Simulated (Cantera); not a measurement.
A perfectly stirred reactor is fed with H2 : O2 : N2 = 1 : 1.06 : 4 (molar parts), at 0.480 bar; it is adiabatic with a 700 K inlet, and is followed from long to short residence time, starting on the burning branch (τ in s: 0.04, 0.021, 0.011, 0.0056, 0.0029, 0.0015, 0.00078, 0.0004, 0.00021, 0.00011, 5.6e-05, 2.9e-05, 1.5e-05).

Detailed kinetics in Cantera: the H2/O2 subset of GRI-Mech 3.0, which has no nitrogen chemistry.

Task: Predict: blow-out, bracketed by the residence times tried; x(H2) at τ = 40.0 ms; x(O2) at τ = 40.0 ms; x(O) at τ = 40.0 ms; x(OH) at τ = 40.0 ms; x(H2O2) at τ = 40.0 ms; x(H2) at τ = 0.780 ms; x(O2) at τ = 0.780 ms; x(O) at τ = 0.780 ms; x(OH) at τ = 0.780 ms; x(H2O2) at τ = 0.780 ms.

Result: 
- blow-out, bracketed by the residence times tried: burning at 56.0 µs, out at 29.0 µs
- x(H2) at τ = 40.0 ms: 0.000794
- x(O2) at τ = 40.0 ms: 0.0994
- x(O) at τ = 40.0 ms: 0.000952
- x(OH) at τ = 40.0 ms: 0.00424
- x(H2O2) at τ = 40.0 ms: 1.08e-7
- x(H2) at τ = 0.780 ms: 0.00759
- x(O2) at τ = 0.780 ms: 0.0979
- x(O) at τ = 0.780 ms: 0.00892
- x(OH) at τ = 0.780 ms: 0.00964
- x(H2O2) at τ = 0.780 ms: 6.18e-7
